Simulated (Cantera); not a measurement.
Input (Python, Cantera):

```python
import numpy as np
import cantera as ct

gas = ct.Solution("gri30.yaml")
gas.TP = 300, 101325
flame = ct.CounterflowDiffusionFlame(gas, width=0.02)
flame.fuel_inlet.X, flame.fuel_inlet.T = {'CH4': 1, 'C2H6': 1.2, 'C3H8': 0.15}, 500
flame.oxidizer_inlet.X, flame.oxidizer_inlet.T = {'O2': 0.18, 'N2': 0.82}, 625
flame.set_refine_criteria(ratio=3, slope=0.12, curve=0.24, prune=0.03)
show = ['OH', 'H', 'NO', 'CO', 'C2H2']

rows = []
print(f"{'mdot':>8s}{'a_max':>10s}{'a_mean':>10s}{'Tmax/K':>9s}" + "".join(f"{s:>11s}" for s in show) + "   (peak mole fractions)")
for i, mdot in enumerate([0.25, 0.31, 0.38, 0.47, 0.57, 0.7, 0.86, 1.1, 1.3, 1.6]):  # kg/m2/s on the oxidiser side
    flame.oxidizer_inlet.mdot, flame.fuel_inlet.mdot = mdot, 0.94 * mdot
    flame.solve(loglevel=0, auto=(i == 0))
    if flame.T.max() < max(500, 625) + 100:
        print(f"{mdot:8.3g}  no burning solution found from the previous one")
        break
    dT = np.abs(np.gradient(flame.T, flame.grid))
    rows.append([flame.strain_rate("max"), flame.strain_rate("mean"), flame.T.max(),
                 *(flame.X[gas.species_index(s)].max() for s in show), max(dT[0], dT[-1]) / dT.max()])
    print(f"{mdot:8.3g}{rows[-1][0]:10.1f}{rows[-1][1]:10.1f}{rows[-1][2]:9.1f}" + "".join(f"{x:11.3e}" for x in rows[-1][3:-1]))
```

It prints:

```
    mdot     a_max    a_mean   Tmax/K         OH          H         NO         CO       C2H2   (peak mole fractions)
    0.25     205.5      41.6   2033.0  6.473e-03  3.976e-03  2.245e-04  4.898e-02  2.880e-02
    0.31     250.7      51.6   2020.6  6.462e-03  4.133e-03  2.130e-04  4.892e-02  2.772e-02
    0.38     303.0      63.2   2009.8  6.445e-03  4.288e-03  2.020e-04  4.898e-02  2.677e-02
    0.47     369.1      78.2   1999.1  6.426e-03  4.454e-03  1.900e-04  4.916e-02  2.579e-02
    0.57     441.8      94.8   1989.3  6.399e-03  4.601e-03  1.785e-04  4.939e-02  2.490e-02
     0.7     534.1     116.5   1977.6  6.334e-03  4.739e-03  1.647e-04  4.962e-02  2.387e-02
    0.86     645.8     143.1   1965.3  6.245e-03  4.859e-03  1.499e-04  4.992e-02  2.276e-02
     1.1     809.5     183.0   1949.2  6.099e-03  4.975e-03  1.312e-04  5.040e-02  2.135e-02
     1.3     943.7     216.3   1936.5  5.961e-03  5.022e-03  1.175e-04  5.080e-02  2.027e-02
     1.6    1141.0     266.2   1920.0  5.761e-03  5.054e-03  1.004e-04  5.145e-02  1.886e-02
```

Detailed kinetics in Cantera: GRI-Mech 3.0 (53 species, 325 reactions). GRI-Mech 3.0 has no aromatics or soot, which form on the fuel side of real flames. The maximum strain rate includes the flame's own expansion and is several times the mean.
